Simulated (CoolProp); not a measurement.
The fluid at 304.02 K and 16.1 MPa is throttled through a valve to 6.72 MPa with no heat exchange. The same conditions are run with several fluids, on thermodynamics alone (safety and materials aside).

Model: reference Helmholtz-energy equation of state of each fluid (dimethyl carbonate: Zhou 2011; R114: Platzer 1990; R227EA: Lemmon 2016; n-perfluorohexane: Gao 2022; chlorine: Thol 2021), in CoolProp. The equations of Platzer and Polt are older, rougher fits.

```json
[
 {"fluid": "dimethyl carbonate", "temperature change (K)": "+3.1", "final density (kg/m³)": "1060"},
 {"fluid": "R114", "temperature change (K)": "?", "final density (kg/m³)": "1460"},
 {"fluid": "R227EA", "temperature change (K)": "?", "final density (kg/m³)": "1400"},
 {"fluid": "n-perfluorohexane", "temperature change (K)": "?", "final density (kg/m³)": "1680"},
 {"fluid": "chlorine", "temperature change (K)": "+2.5", "final density (kg/m³)": "?"}
]
```

Fill in the missing entries.


- R114, temperature change (K): +3.0
- R227EA, temperature change (K): +1.7
- n-perfluorohexane, temperature change (K): +2.9
- chlorine, final density (kg/m³): 1380
